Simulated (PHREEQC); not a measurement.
1.1 g of hydrous ferric oxide (600 m²/g; 0.2 weak and 0.005 strong sites per Fe, Dzombak-Morel constants, diffuse double layer) in 1 kg of water with 0.01 mol/kgw of an inert sodium salt and 5.2e-06 mol/kgw BaCl2, at 25 °C; the pH is set by adding NaOH or the inert anion's acid. Oxygen alone is held at its pressure in air (log pO2 = -0.68). The system is closed to CO2. No solid was allowed to form.

Equilibrium calculation in PHREEQC: ion-association model, wateq4f.dat.

| pH | Ba sorbed (%) | surface charge σ (C/m²) | surface potential ψ (mV) |
|---|---|---|---|
| 3 | 0.0 | 0.327 | 201 |
| 3.67 | 0.0 | 0.259 | [?] |
| 4.33 | 0.0 | 0.181 | 175 |
| 5 | 0.0 | 0.115 | 152 |
| 5.67 | 0.1 | 0.067 | 125 |
| 6.33 | 0.6 | 0.036 | 95 |
| 7 | 7.5 | 0.017 | [?] |
| 7.67 | 56.3 | 0.006 | 25 |
| 8.33 | [?] | [?] | -12 |
| 9 | 99.7 | -0.013 | -48 |
| 9.67 | 100.0 | -0.029 | -83 |
| 10.33 | 100.0 | -0.055 | -115 |
| 11 | 100.0 | -0.100 | -142 |

Q: What belongs in the gaps?

A: 
- 3.67, surface potential ψ (mV): 192
- 7, surface potential ψ (mV): 61
- 8.33, Ba sorbed (%): 95.5
- 8.33, surface charge σ (C/m²): -0.003

The oxide is taken as insoluble; below pH 4 it would dissolve.
